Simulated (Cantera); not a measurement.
Feed: 1 mol Si, 2.8 mol H2, equilibrated at 402 °C and 1400000 Pa.

These are equilibrium values from Cantera (NASA tables, ideal gas, pure condensed phases), not measurements of a reactor. Candidate condensed phases: Si; 9 gas species. Equilibrium is a limit: real reactors are often held back by kinetics, nucleation or transport.

What is the equilibrium state?


```json
{
  "x(H2)": "1.000",
  "x(SiH4)": "1.44e-6",
  "n(Si(s))": "1.000 mol",
  "gas_amount": "2.800 mol"
}
```
